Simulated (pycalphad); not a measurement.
Phase fractions of Si-61.03Cu (wt.%)

All values are pycalphad results on the COST 507 light-alloy database (1999) (1 atm), not direct measurements. The data set is of 1999 and partly superseded. Amounts are mole fractions of atoms. Kinetics are ignored, which matters at the lower temperatures.

```
T (°C)  liquid  diamond (Si)  CU19SI6_ETA
------  ------  ------------  -----------
1177     1.000             -            -
1077     0.836         0.164            -
977          ?             ?            -
877      0.624         0.376            -
777          -         0.462        0.538
677          -         0.462        0.538
577          -         0.462        0.538
477          -         0.462        0.538
377          -         0.462        0.538
277          -         0.462        0.538
```

What belongs in the gaps?


- 977, liquid: 0.696
- 977, diamond (Si): 0.304

Database names, with the compositions (at.%) that they take in these runs: CU19SI6_ETA: Cu 76 Si 24.
